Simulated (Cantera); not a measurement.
Cantera run:

```python
import numpy as np
import cantera as ct

gas_names = """
    C CH CH2 CH3 CH2OH CH3O CH4 CH3OH CN CO CO2 COOH C2 C2H CHCO,ketyl C2H2,acetylene C2H2,vinylidene
    CH2CO,ketene C2H3,vinyl CH3CN CH3CO,acetyl C2H4 C2H4O,ethylen CH3CHO,ethanal CH3COOH (HCOOH)2 C2H5
    C2H6 CH3OCH3 C2H5OH CCN CNC C2N2 C2O C3 C3H3,propargyl C3H4,allene C3H4,propyne C3H4,cyclo-
    C3H5,allyl C3H6,propylene C3H6,cyclo- C3H6O C3H7,n-propyl C3H7,i-propyl C3H8 C3H8O,1propanol
    C3H8O,2propanol C3O2 C4 C4H2 C4H4,1,3-cyclo- C4H6,butadiene C4H6,2-butyne C4H6,cyclo- C4H8,1-butene
    C4H8,cis2-buten C4H8,tr2-butene C4H8,isobutene C4H8,cyclo- (CH3COOH)2 C4H9,n-butyl C4H9,i-butyl
    C4H9,s-butyl C4H9,t-butyl C4H10,isobutane C4H10,n-butane C4N2 C5 C5H6,1,3cyclo- C5H8,cyclo-
    C5H10,1-pentene C5H10,cyclo- C5H11,pentyl C5H11,t-pentyl C5H12,n-pentane C5H12,i-pentane
    CH3C(CH3)2CH3 C6H2 C6H5,phenyl C6H5O,phenoxy C6H6 C6H5OH,phenol C6H10,cyclo- C6H12,1-hexene
    C6H12,cyclo- C6H13,n-hexyl C7H7,benzyl C7H8 C7H8O,cresol C7H14,1-heptene C7H15,n-heptyl
    C7H16,n-heptane C8H8,styrene C8H10,ethylbenz C8H16,1-octene C8H17,n-octyl C8H18,isooctane
    C8H18,n-octane C9H19,n-nonyl C10H8,naphthale C10H21,n-decyl C12H9,o-bipheny C12H10,bipheny H HCN HCO
    HCCN HNC HNCO HNO HNO2 HNO3 HO2 H2 HCHO,formaldehy HCOOH H2O H2O2 N NCO NH NH2 NH3 NH2OH NO NO2 NO3
    N2 N2H2 N2H4 N2O O OH O2 O3 Si SiC SiC2 SiC4H12 SiH SiH2 SiH3 SiH4 SiN SiO SiO2 Si2 Si2C Si2N Si3
""".split()
cond_names = """
    C(gr) C6H6(L) C7H8(L) C8H18(L),n-octa H2O(s) H2O(L) Si(cr) Si(L) SiC(b) SiO2(Lqz) SiO2(hqz) SiO2(L)
    Si2N2O(s) Si3N4(a)
""".split()


def load(file, names, dense=False):
    # The tables refer to 1 bar. Condensed volumes are neglected.
    table = {s.name: s for s in ct.Species.list_from_file(file)}
    out = []
    for n in names:
        d = dict(table[n].input_data)
        d["thermo"] = dict(d["thermo"], **{"reference-pressure": 1e5})
        if dense:
            d["equation-of-state"] = {"model": "constant-volume", "density": "1e6 g/cm^3"}
        out.append(ct.Species.from_dict(d))
    return out


gas = ct.Solution(thermo="ideal-gas", species=load("nasa_gas.yaml", gas_names))
cond = {s.name: ct.Solution(thermo="fixed-stoichiometry", species=[s], name=s.name)
        for s in load("nasa_condensed.yaml", cond_names, dense=True)}
atoms = {
    'TEOS': {'Si': 1, 'C': 8, 'H': 20, 'O': 4},
    'O2': {'O': 2},
    'H2': {'H': 2},
    'N2O': {'N': 2, 'O': 1},
}
top_T = {'C(gr)': 4500, 'SiC(b)': 3050, 'Si2N2O(s)': 2100, 'Si3N4(a)': 2400}  # K; cautious upper limits of use, not melting points


def equilibrate(T, P, feed):
    n = {}
    for name, mol in feed.items():
        for a, k in atoms[name].items():
            n[a] = n.get(a, 0.0) + k * mol
    gas.TPX = T, P, n
    mass = sum(n.values()) * gas.mean_molecular_weight
    gas.equilibrate("TP")
    valid = [c for c in cond.values() if c.min_temp <= T <= top_T.get(c.name, c.max_temp)]
    mix = ct.Mixture([(gas, mass / gas.mean_molecular_weight)] + [(c, 0.0) for c in valid])
    mix.T, mix.P = T, P
    mix.equilibrate("TP", solver="vcs", rtol=1e-11, max_steps=5000)
    return mix


results = []
T = 775  # K
P = 1000  # Pa
for m in [2.7, 3.1, 3.5, 4, 4.6, 5.2, 5.9, 6.8, 7.7, 8.8, 10, 11]:
    feed = {'TEOS': 1, 'O2': m, 'H2': 1.3, 'N2O': 13}  # mol
    mix = equilibrate(T, P, feed)
    results.append((T, P, feed, dict(zip(mix.species_names, mix.species_moles))))

top = {s: max(r[3][s] / sum(r[3][g] for g in gas_names) for r in results) for s in gas_names}
cols = sorted((s for s in top if top[s] > 0.0001), key=lambda s: -top[s])[:8]
seen = [c for c in cond_names if any(r[3].get(c, 0) > 1e-12 for r in results)]
print("log10 of partial pressures in bar; condensed amounts in mol")
print(f"{'n(O2)':>10s}" + "".join(f"{s[:9]:>10s}" for s in cols + seen))
for T, P, feed, n in results:
    ng = sum(n[g] for g in gas_names)
    print(f"{feed['O2']:10.4g}" + "".join(f"{np.log10(max(n[s] / ng * P / 1e5, 1e-99)):10.3f}" for s in cols)
          + "".join(f"{n.get(c, 0):10.4g}" for c in seen))
```

Output:

```
log10 of partial pressures in bar; condensed amounts in mol
     n(O2)        N2       H2O       CO2        H2        O2        CO SiO2(Lqz)
       2.7    -2.395    -2.753    -2.683    -2.761   -27.592    -3.395         1
       3.1    -2.395    -2.711    -2.670    -2.809   -27.411    -3.472         1
       3.5    -2.395    -2.670    -2.658    -2.866   -27.219    -3.556         1
         4    -2.395    -2.624    -2.645    -2.951   -26.954    -3.675         1
       4.6    -2.395    -2.572    -2.632    -3.087   -26.578    -3.850         1
       5.2    -2.395    -2.524    -2.620    -3.294   -26.068    -4.094         1
       5.9    -2.395    -2.473    -2.610    -3.869   -24.817    -4.708         1
       6.8    -2.404    -2.465    -2.615   -14.417    -3.705   -15.270         1
       7.7    -2.416    -2.476    -2.626   -14.611    -3.339   -15.464         1
       8.8    -2.430    -2.490    -2.640   -14.735    -3.120   -15.588         1
        10    -2.444    -2.505    -2.655   -14.823    -2.973   -15.676         1
        11    -2.456    -2.517    -2.667   -14.879    -2.884   -15.732         1
```

These are equilibrium values from Cantera (NASA tables, ideal gas, pure condensed phases), not measurements of a reactor. The feed counts by its element totals alone.
